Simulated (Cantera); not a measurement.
Charge: 1 mol SiH2Cl2, 0.17 mol C3H8, 44 mol H2, held at 2125 K and 0.120 bar.

Equilibrium computed with Cantera from the NASA thermochemical tables; the gas is ideal and each condensed phase is pure. Candidate condensed phases: C, C6H6, C7H8, C8H18, Si, SiC; 109 gas species. Mutual solubility and eutectic melting of coexisting phases are not modelled. The tables' values for SiCl are old estimates; treat these amounts as uncertain. Gases not in the tables: Si2H6 and higher silanes. Kinetics and transport are ignored.

Base state: H2 0.948, HCl 0.0362, H 0.0102, SiCl2 0.00288, Si 0.00145, SiCl 0.000314, Cl 0.000286, SiH 0.000251 (mole fractions); condensed: Si(l) + SiC(s).

What changes in the equilibrium state with this change: temperature from 2125 K to 2325 K?


```json
[
 {"species": "H2", "before": "0.948", "after": "0.921"},
 {"species": "HCl", "before": "0.0362", "after": "0.0369"},
 {"species": "H", "before": "0.0102", "after": "0.0305"},
 {"species": "Si", "before": "0.00145", "after": "0.00653"},
 {"species": "SiC2", "before": "7.42e-7", "after": "5.09e-5"},
 {"species": "C2H2 (acetylene)", "before": "1.14e-5", "after": "0.000234"},
 {"species": "Si2C", "before": "6.50e-5", "after": "0.000573"},
 {"species": "Si(l), mol", "before": "0.246", "after": "0"},
 {"species": "SiC(s), mol", "before": "0.506", "after": "0.455"}
]
```

What changes in the equilibrium state with this change: H2 from 44 to 14 mol?


```json
[
 {"species": "H2", "before": "0.948", "after": "0.886"},
 {"species": "HCl", "before": "0.0362", "after": "0.0841"},
 {"species": "SiCl2", "before": "0.00288", "after": "0.0166"},
 {"species": "H", "before": "0.0102", "after": "0.00987"},
 {"species": "SiCl3", "before": "5.63e-6", "after": "7.82e-5"},
 {"species": "Cl", "before": "0.000286", "after": "0.000687"},
 {"species": "SiCl", "before": "0.000314", "after": "0.000755"},
 {"species": "C2H2 (acetylene)", "before": "1.14e-5", "after": "1.06e-5"},
 {"species": "SiH2", "before": "0.000196", "after": "0.000184"},
 {"species": "Si(l), mol", "before": "0.246", "after": "0.163"},
 {"species": "SiC(s), mol", "before": "0.506", "after": "0.508"}
]
```
The tables' values for SiCl, SiCl3 are old estimates; treat these amounts as uncertain.
